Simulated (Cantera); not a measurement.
A freely propagating, adiabatic, planar premixed flame of 5.63 % CH4, 0.676 % H2, 17.1 % O2, 76.6 % N2, equivalence ratio 0.68, unburnt at 398 K and 0.133 bar; mixture-averaged transport, grid criteria slope 0.08 and curve 0.16, no radiation.

Detailed kinetics in Cantera: GRI-Mech 3.0 (53 species, 325 reactions). Burning velocities carry a grid error of a few per cent, more on coarse grids.

### Question
Predict: laminar burning velocity; thermal thickness; peak x(H); peak x(H2O2); peak x(OH).

### Answer
| Property | Result |
|---|---|
| laminar burning velocity | 46.6 cm/s |
| thermal thickness | 3.39 mm |
| peak x(H) | 0.00511 |
| peak x(H2O2) | 6.45e-6 |
| peak x(OH) | 0.00429 |
